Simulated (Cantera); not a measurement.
A perfectly stirred reactor is fed with H2 : O2 : N2 = 1 : 0.455 : 1.71 (molar parts), at 3750 Torr; it is adiabatic with a 700 K inlet, and is followed from long to short residence time, starting on the burning branch (τ in s: 0.03, 0.013, 0.0053, 0.0023, 0.00095, 0.0004, 0.00017, 7.2e-05, 3e-05, 1.3e-05, 5.4e-06).

Computed with Cantera and the H2/O2 subset of GRI-Mech 3.0, which has no nitrogen chemistry. The hydrogen kinetics of GRI-Mech 3.0 are dated; newer H2 mechanisms differ, most at raised pressure.

Task: What does this change do: H2 1 to 1.4 parts?

Result: 
| quantity | before | after |
|---|---|---|
| blow-out, bracketed by the residence times tried | burning at 5.40 µs, the shortest tried | burning at 5.40 µs, the shortest tried |
| x(H2) at τ = 30.0 ms | 0.0402 | 0.155 |
| x(O2) at τ = 30.0 ms | 0.00217 | 4.48e-5 |
| x(H) at τ = 30.0 ms | 0.00463 | 0.00538 |
| x(O) at τ = 30.0 ms | 0.000673 | 4.87e-5 |
| x(OH) at τ = 30.0 ms | 0.00911 | 0.00215 |
| x(H2) at τ = 0.400 ms | 0.0445 | 0.153 |
| x(O2) at τ = 0.400 ms | 0.00412 | 0.000461 |
| x(H) at τ = 0.400 ms | 0.00728 | 0.0125 |
| x(O) at τ = 0.400 ms | 0.00126 | 0.000256 |
| x(OH) at τ = 0.400 ms | 0.0118 | 0.00465 |

Task: What does this change do: pressure from 3750 Torr to 7500 Torr?

Result: 
| quantity | before | after |
|---|---|---|
| blow-out, bracketed by the residence times tried | burning at 5.40 µs, the shortest tried | burning at 5.40 µs, the shortest tried |
| x(H2) at τ = 30.0 ms | 0.0402 | 0.0384 |
| x(O2) at τ = 30.0 ms | 0.00217 | 0.00151 |
| x(H) at τ = 30.0 ms | 0.00463 | 0.00353 |
| x(O) at τ = 30.0 ms | 0.000673 | 0.000442 |
| x(OH) at τ = 30.0 ms | 0.00911 | 0.00755 |
| x(H2) at τ = 0.400 ms | 0.0445 | 0.0407 |
| x(O2) at τ = 0.400 ms | 0.00412 | 0.00248 |
| x(H) at τ = 0.400 ms | 0.00728 | 0.00462 |
| x(O) at τ = 0.400 ms | 0.00126 | 0.000656 |
| x(OH) at τ = 0.400 ms | 0.0118 | 0.00895 |
